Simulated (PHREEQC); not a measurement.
Consider water at 25 °C with 0.073 mol Cu(NO3)2, 0.2 mol HCl and 0.00098 mol NaCl per kg of water. Closed to the air; pH follows from the charge balance.

Computed with PHREEQC (ion-association model, phreeqc.dat).

No solid was allowed to form.

**Question.** Estimate the pH, activity of water, specific conductance.

**Answer.** pH 0.81; activity of water 0.990; specific conductance 73300 µS/cm.

**Question.** In which forms is Cu present?

**Answer.** Cu+2 88 %, CuCl+ 12 % of the Cu.
